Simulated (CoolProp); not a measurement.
Properties of R141b along the isobar 1.97 bar (Tc = 204.4 °C, pc = 42.12 bar, ω = 0.220).

Values from CoolProp's reference Helmholtz-energy equation of state, Lemmon 2006. It is a short technical equation, of lower accuracy than the large ones.

| T (°C) | phase | density (kg/m³) | cp (kJ/(kg K)) | cv (kJ/(kg K)) |
|---|---|---|---|---|
| 145.65 | gas | 6.779 | 0.9275 | 0.8480 |
| 153.75 | gas | 6.640 | 0.9354 | 0.8565 |
| 161.85 | gas | 6.507 | 0.9433 | 0.8649 |
| 169.95 | gas | 6.380 | 0.9511 | 0.8731 |
| 178.15 | gas | 6.257 | 0.9589 | 0.8814 |
| 186.25 | gas | 6.139 | 0.9665 | 0.8894 |
| 194.35 | gas | 6.027 | 0.9740 | 0.8973 |
| 202.45 | gas | 5.919 | 0.9814 | 0.9050 |
| 210.65 | gas | 5.813 | 0.9888 | 0.9127 |
| 218.75 | gas | 5.713 | 0.9960 | 0.9201 |
| 226.85 | gas | 5.616 | 1.003 | 0.9274 |
